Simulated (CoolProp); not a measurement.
A single-stage vapour-compression cycle with n-perfluoropentane: evaporating at 282.15 K (dew point), condensing at 328.15 K (bubble point), superheat 0 K, subcooling 2 K, compressor efficiency 0.65, no pressure losses. Each further row changes one setting.

Model: reference Helmholtz-energy equation of state, Gao 2022, in CoolProp.

```
case                              cooling COP  pressure ratio  discharge temperature (K)  refrigerating effect (kJ/kg)  volumetric capacity (kJ/m³)
--------------------------------  -----------  --------------  -------------------------  ----------------------------  ---------------------------
as stated                                2.67            5.28                      328.1                          49.7                          284
evaporating temperature 287.15 K            …            4.27                      328.1                          53.5                          373
condensing temperature 323.15 K             …            4.53                      323.1                          55.2                          315
subcooling 7 K                           2.96            5.28                      328.1                          55.2                          315
superheat 10 K                           2.83            5.28                      328.1                          57.6                          317
compressor efficiency 0.55                  …            5.28                      328.1                          49.7                          284
```

**Question.** What belongs in the gaps?

**Answer.** 
- evaporating temperature 287.15 K, cooling COP: 3.23
- condensing temperature 323.15 K, cooling COP: 3.22
- compressor efficiency 0.55, cooling COP: 2.26

The compression ends wet for: as stated; evaporating temperature 287.15 K; condensing temperature 323.15 K; subcooling 7 K; superheat 10 K; compressor efficiency 0.55.
